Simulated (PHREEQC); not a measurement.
Consider water at 75 °C with 0.0039 mol/kgw TMAH, 0.11 mol/kgw H3BO3 and 0.00021 mol/kgw (CH3)4NCl. It is in equilibrium with CO2 at log p = 0 (atm). Otherwise closed; pH follows from the charge balance.

Model: ion-association model, phreeqc.dat, run in PHREEQC.

This is a speciation only: nothing precipitates in the calculation.

**Question.** Estimate the pH.

**Answer.** pH 5.75.

**Question.** In which forms is C present?

**Answer.** CO2 78 %, HCO3- 22 % of the C.

(CH3)4N+ isn't in the database: it is added as a free cation with an ion size of 4 Å. Away from 25 °C the constants follow the database's enthalpies or fits; those with neither stay at their 25 °C values.
